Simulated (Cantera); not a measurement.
A perfectly stirred reactor is fed with H2 : O2 : N2 : H2O = 1 : 0.658 : 4.41 : 0.93 (molar parts), at 0.651 atm; it is adiabatic with a 800 K inlet, and is followed from long to short residence time, starting on the burning branch (τ in s: 0.049, 0.029, 0.017, 0.0096, 0.0056, 0.0032, 0.0019, 0.0011, 0.00063, 0.00037, 0.00021, 0.00012, 7.2e-05).

Detailed kinetics in Cantera: GRI-Mech 3.0 (53 species, 325 reactions).

Q: Predict: blow-out, bracketed by the residence times tried; x(H2) at τ = 49.0 ms; x(O2) at τ = 49.0 ms; x(H2O) at τ = 49.0 ms; x(HO2) at τ = 49.0 ms; x(O) at τ = 49.0 ms; x(H2) at τ = 1.90 ms; x(O2) at τ = 1.90 ms; x(H2O) at τ = 1.90 ms; x(HO2) at τ = 1.90 ms; x(O) at τ = 1.90 ms.

A: 
| Item | Result |
|---|---|
| blow-out, bracketed by the residence times tried | burning at 72.0 µs, the shortest tried |
| x(H2) at τ = 49.0 ms | 0.00148 |
| x(O2) at τ = 49.0 ms | 0.0243 |
| x(H2O) at τ = 49.0 ms | 0.294 |
| x(HO2) at τ = 49.0 ms | 2.09e-6 |
| x(O) at τ = 49.0 ms | 0.000251 |
| x(H2) at τ = 1.90 ms | 0.00906 |
| x(O2) at τ = 1.90 ms | 0.0272 |
| x(H2O) at τ = 1.90 ms | 0.281 |
| x(HO2) at τ = 1.90 ms | 9.81e-6 |
| x(O) at τ = 1.90 ms | 0.00174 |
